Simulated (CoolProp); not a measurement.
Vapour-liquid equilibrium of n-butane (1) + R113 (2) at 180 kPa; x and y are mole fractions of (1).

The numbers come from the multi-fluid Helmholtz-energy mixture model, Bücker 2006 and Marx 1992; pair parameters Bell 2016 in CoolProp.

**Question.** Give the bubble temperature and the first vapour's composition at x = 0.05, 0.2, 0.8. Is there an azeotrope?

**Answer.** x = 0.05: 333.2 K, y = 0.196; x = 0.2: 319.3 K, y = 0.551; x = 0.8: 293.7 K, y = 0.944. No azeotrope shows between x = 0.05 and 0.95.

The pair parameters rest on a limited set of measurements; away from them the model extrapolates.
